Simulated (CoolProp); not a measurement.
Properties of C2F6 (R116) along the isotherm 425 K.

Computed with CoolProp (reference Helmholtz-energy equation of state, Lemmon 2006). It is a short technical equation, of lower accuracy than the large ones.

| p (MPa) | phase | Joule-Thomson coefficient (K/MPa) | isothermal compressibility (1/MPa) | fugacity coefficient |
|---|---|---|---|---|
| 0.0964 | gas | 3.251 | 10.40 | 0.9974 |
| 0.156 | gas | 3.253 | 6.437 | 0.9958 |
| 0.252 | gas | 3.258 | 3.995 | 0.9932 |
| 0.406 | gas | 3.264 | 2.490 | 0.9890 |
| 0.657 | gas | [?] | 1.549 | 0.9824 |
| 1.06 | gas | 3.288 | 0.9702 | 0.9718 |
| 1.71 | gas | 3.301 | 0.6112 | 0.9553 |
| 2.77 | gas | [?] | 0.3864 | 0.9294 |
| 4.47 | supercritical | 3.206 | [?] | [?] |
| 7.23 | supercritical | 2.821 | 0.1523 | 0.8365 |
| 11.7 | supercritical | 1.831 | [?] | 0.7721 |
| 18.9 | supercritical | 0.6854 | 0.03147 | 0.7255 |
| 30.5 | supercritical | 0.08207 | 0.01284 | 0.7439 |

Complete the blanks.


- 0.657, Joule-Thomson coefficient (K/MPa): 3.274
- 2.77, Joule-Thomson coefficient (K/MPa): 3.297
- 4.47, isothermal compressibility (1/MPa): 0.2464
- 4.47, fugacity coefficient: 0.8908
- 11.7, isothermal compressibility (1/MPa): 0.07924
